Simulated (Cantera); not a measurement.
A closed system holds: 1 mol Si, 2.2 mol F₂, a varied amount of H₂, at 450 K and 7.10 Pa.

Method: chemical equilibrium by Gibbs-energy minimisation in Cantera with the NASA 1993 tables (ideal gas, pure condensed phases). Candidate condensed phases: Si; 25 gas species. Kinetics and transport are ignored.

x: gas mole fraction; nothing condenses.

| n(H₂) (mol) | x H₂ | x SiF₄ | x HF | x H₂F₂ |
|---|---|---|---|---|
| 0.26 | 0.0411 | 0.685 | 0.274 | [?] |
| 0.38 | 0.114 | 0.633 | 0.253 | [?] |
| 0.57 | 0.209 | 0.565 | 0.226 | [?] |
| 0.84 | 0.314 | 0.490 | 0.196 | [?] |
| 1.2 | 0.417 | 0.417 | 0.167 | [?] |
| 1.8 | 0.533 | 0.333 | 0.133 | [?] |
| 2.7 | 0.641 | 0.256 | 0.103 | [?] |
| 4.1 | 0.736 | 0.189 | 0.0755 | [?] |
| 6 | 0.806 | 0.139 | 0.0556 | [?] |
| 8.9 | 0.861 | 0.0990 | 0.0396 | [?] |
| 13 | 0.901 | 0.0704 | 0.0282 | [?] |

**Question.** Complete the blanks.

**Answer.** 
- 0.26, x H₂F₂: 1.61e-8
- 0.38, x H₂F₂: 1.37e-8
- 0.57, x H₂F₂: 1.09e-8
- 0.84, x H₂F₂: 8.23e-9
- 1.2, x H₂F₂: 5.94e-9
- 1.8, x H₂F₂: 3.80e-9
- 2.7, x H₂F₂: 2.25e-9
- 4.1, x H₂F₂: 1.22e-9
- 6, x H₂F₂: 6.60e-10
- 8.9, x H₂F₂: 3.36e-10
- 13, x H₂F₂: 1.70e-10
